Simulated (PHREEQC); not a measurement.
# Alkaline etch or developer: speciation

Consider water at 25 °C with 2.4 mmol/kgw NaOH and 0.68 mmol/kgw K2SiO3. Closed to the air; pH follows from the charge balance.

All values are PHREEQC results (ion-association model, wateq4f.dat), not measurements.

```
Property                   Result
----------------  ---------------
pH                          11.46
ionic strength    0.00378 mol/kgw
total alkalinity      3.76 meq/kg
```

| species | molality | activity | log γ |
|---|---|---|---|
| OH- | 0.00308 | 0.00288 | -0.029 |
| Na+ | 0.00240 | 0.00225 | -0.029 |
| K+ | 0.00136 | 0.00127 | -0.029 |
| H3SiO4- | 0.000650 | 0.000608 | -0.029 |
| H2SiO4-2 | 1.54e-5 | 1.19e-5 | -0.113 |
| H4SiO4 | 1.43e-5 | 1.43e-5 | 0.000 |

No solid was allowed to form.
